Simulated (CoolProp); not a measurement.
A closed Brayton cycle with nitrogen: compressor inlet 327.15 K and 0.52 MPa, high pressure 1.76 MPa, turbine inlet 855 K, compressor efficiency 0.85, turbine efficiency 0.9, recuperator effectiveness 0.95 (on enthalpy, no pinch check). Each further row changes one setting.

The numbers come from the reference Helmholtz-energy equation of state, Span 2000 in CoolProp.

| case | thermal efficiency (%) | net work (kJ/kg) | compressor to turbine work | compressor exit (K) | turbine exit (K) |
|---|---|---|---|---|---|
| as stated | 28.9 | 71.7 | 0.70 | 486.9 | 640.6 |
| turbine inlet 805 K | 24.8 | 57.4 | 0.74 | 486.9 | 601.4 |
| compressor inlet 337.15 K | 27.0 | 66.5 | 0.72 | 501.5 | 640.6 |
| high pressure 1.5 MPa | 31.4 | 70.0 | 0.67 | 462.8 | 665.3 |
| recuperator effectiveness 0.5 | 22.3 | 71.7 | 0.70 | 486.9 | 640.6 |
